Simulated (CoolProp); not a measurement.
Vapour-liquid equilibrium of benzene (1) + n-decane (2) at 123.45 °C; x and y are mole fractions of (1).

Values from CoolProp's multi-fluid Helmholtz-energy mixture model, Thol 2012 and Lemmon 2006; pair parameters Bell 2016.

Give the bubble pressure and the first vapour's composition at x = 0.35, 0.5, 0.8. Is there an azeotrope?

x = 0.35: 1.325 bar, y = 0.880; x = 0.5: 1.774 bar, y = 0.927; x = 0.8: 2.641 bar, y = 0.978. No azeotrope shows between x = 0.05 and 0.95.

The pair parameters rest on a limited set of measurements; away from them the model extrapolates.
